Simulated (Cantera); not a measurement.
An isothermal, constant-pressure homogeneous reactor starts with 29.6 % H2, 64.4 % O2, 5.93 % N2, equivalence ratio 0.23, at 1448 K and 0.0132 atm.

Cantera simulation using GRI-Mech 3.0 (53 species, 325 reactions); the numbers are that mechanism's predictions, not measurements. Radical loss at walls, strong at low pressure, is not modelled. The temperature is held fixed by assumption; the heat of reaction is taken as removed at once.

One state of this run: x H2 = 3.66e-6; x O2 = 0.582; x OH = 0.000348; x H = 1.54e-7; x HO2 = 1.80e-7; x O = 1.30e-5. x: mole fraction; the columns are a selection and need not sum to one.

Q: Which value of t (s) does it belong to?
A. 36.4
B. 0.0113
C. 0.000200
D. 0.234

A: A, 36.4
